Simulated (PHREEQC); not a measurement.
Solution (25 °C): 0.41 mol Na2SO4 and 5.9e-05 mol H4SiO4 per kg of water. Closed to the air; pH follows from the charge balance.

The numbers come from PHREEQC with the Pitzer model, pitzer.dat.

```tsv
quantity	before	after
pH	7.17	7.12
HSO4- (mol/kgw)	3.91e-7	4.40e-7
H3SiO4- (mol/kgw)	2.86e-7	3.82e-7
SI of Mirabilite (Na2SO4:10H2O)	-1.02	-1.02
SI of SiO2(a) (SiO2)	-1.55	-1.37
```

Task: Name the change that produced these shifts.
A) H4SiO4 from 5.9e-05 to 0.00059 mol/kgw
B) H4SiO4 from 5.9e-05 to 8.85e-05 mol/kgw
C) temperature from 25 to 80 °C
D) Na2SO4 from 0.41 to 0.205 mol/kgw

Result: B, H4SiO4 from 5.9e-05 to 8.85e-05 mol/kgw

This is a speciation only: nothing precipitates in the calculation. In brines, pH and single-ion activities rest on the MacInnes convention.
